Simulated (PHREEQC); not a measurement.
3.3 g of hydrous ferric oxide (600 m²/g; 0.2 weak and 0.005 strong sites per Fe, Dzombak-Morel constants, diffuse double layer) in 1 kg of water with 0.05 mol/kgw of an inert sodium salt and 0.081 mmol/kgw ZnSO4 and 0.04 mmol/kgw CaCl2, at 25 °C; the pH is set by adding NaOH or the inert anion's acid. Oxygen alone is held at its pressure in air (log pO2 = -0.68). No CO2 enters from the air. Precipitation was switched off in this run.

The numbers come from PHREEQC with the ion-association model, wateq4f.dat.

```json
[
 {"pH": "4", "S sorbed (%)": "100.0", "Zn sorbed (%)": "0.4", "Ca sorbed (%)": "0.0", "surface charge σ (C/m²)": "0.291", "surface potential ψ (mV)": "158"},
 {"pH": "4.38", "S sorbed (%)": "99.9", "Zn sorbed (%)": "1.8", "Ca sorbed (%)": "0.0", "surface charge σ (C/m²)": "0.250", "surface potential ψ (mV)": "150"},
 {"pH": "4.75", "S sorbed (%)": "99.9", "Zn sorbed (%)": "7.7", "Ca sorbed (%)": "0.0", "surface charge σ (C/m²)": "0.207", "surface potential ψ (mV)": "141"},
 {"pH": "5.12", "S sorbed (%)": "99.7", "Zn sorbed (%)": "25.7", "Ca sorbed (%)": "0.0", "surface charge σ (C/m²)": "0.166", "surface potential ψ (mV)": "130"},
 {"pH": "5.5", "S sorbed (%)": "99.2", "Zn sorbed (%)": "57.9", "Ca sorbed (%)": "0.0", "surface charge σ (C/m²)": "0.128", "surface potential ψ (mV)": "117"},
 {"pH": "5.88", "S sorbed (%)": "97.9", "Zn sorbed (%)": "84.6", "Ca sorbed (%)": "0.1", "surface charge σ (C/m²)": "0.097", "surface potential ψ (mV)": "103"},
 {"pH": "6.25", "S sorbed (%)": "93.7", "Zn sorbed (%)": "95.8", "Ca sorbed (%)": "0.4", "surface charge σ (C/m²)": "0.071", "surface potential ψ (mV)": "88"},
 {"pH": "6.62", "S sorbed (%)": "81.4", "Zn sorbed (%)": "99.0", "Ca sorbed (%)": "1.3", "surface charge σ (C/m²)": "0.051", "surface potential ψ (mV)": "72"},
 {"pH": "7", "S sorbed (%)": "53.9", "Zn sorbed (%)": "99.8", "Ca sorbed (%)": "5.0", "surface charge σ (C/m²)": "0.034", "surface potential ψ (mV)": "55"},
 {"pH": "7.38", "S sorbed (%)": "22.8", "Zn sorbed (%)": "100.0", "Ca sorbed (%)": "17.1", "surface charge σ (C/m²)": "0.021", "surface potential ψ (mV)": "38"},
 {"pH": "7.75", "S sorbed (%)": "6.8", "Zn sorbed (%)": "100.0", "Ca sorbed (%)": "44.1", "surface charge σ (C/m²)": "0.010", "surface potential ψ (mV)": "20"},
 {"pH": "8.12", "S sorbed (%)": "1.7", "Zn sorbed (%)": "100.0", "Ca sorbed (%)": "75.6", "surface charge σ (C/m²)": "0.001", "surface potential ψ (mV)": "1"},
 {"pH": "8.5", "S sorbed (%)": "0.4", "Zn sorbed (%)": "100.0", "Ca sorbed (%)": "93.1", "surface charge σ (C/m²)": "-0.009", "surface potential ψ (mV)": "-18"},
 {"pH": "8.88", "S sorbed (%)": "0.1", "Zn sorbed (%)": "100.0", "Ca sorbed (%)": "98.4", "surface charge σ (C/m²)": "-0.021", "surface potential ψ (mV)": "-37"},
 {"pH": "9.25", "S sorbed (%)": "0.0", "Zn sorbed (%)": "100.0", "Ca sorbed (%)": "99.6", "surface charge σ (C/m²)": "-0.034", "surface potential ψ (mV)": "-55"},
 {"pH": "9.62", "S sorbed (%)": "0.0", "Zn sorbed (%)": "100.0", "Ca sorbed (%)": "99.9", "surface charge σ (C/m²)": "-0.051", "surface potential ψ (mV)": "-72"},
 {"pH": "10", "S sorbed (%)": "0.0", "Zn sorbed (%)": "100.0", "Ca sorbed (%)": "100.0", "surface charge σ (C/m²)": "-0.072", "surface potential ψ (mV)": "-89"}
]
```
